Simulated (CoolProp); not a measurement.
Properties of dry air at several states (Tc = 132.5 K, pc = 3.786 MPa, ω = 0.034).

Model: reference Helmholtz-energy equation of state, Lemmon 2000, in CoolProp. It is a pseudo-pure fit of the blend.

```json
[
 {"T (K)": "799.6", "p (MPa)": "11.5", "phase": "supercritical", "cv (kJ/(kg K))": "0.8158", "Joule-Thomson coefficient (K/MPa)": "-0.3907", "viscosity (µPa s)": "38.1", "conductivity (mW/(m K))": "58.7"},
 {"T (K)": "256.8", "p (MPa)": "0.192", "phase": "gas", "cv (kJ/(kg K))": "0.7169", "Joule-Thomson coefficient (K/MPa)": "3.063", "viscosity (µPa s)": "16.4", "conductivity (mW/(m K))": "23.1"},
 {"T (K)": "787.1", "p (MPa)": "0.0885", "phase": "gas", "cv (kJ/(kg K))": "0.8085", "Joule-Thomson coefficient (K/MPa)": "-0.2740", "viscosity (µPa s)": "37.0", "conductivity (mW/(m K))": "56.6"}
]
```

Viscosity comes from a separate model (Lemmon 2004). Thermal conductivity comes from a separate model (Lemmon 2004).
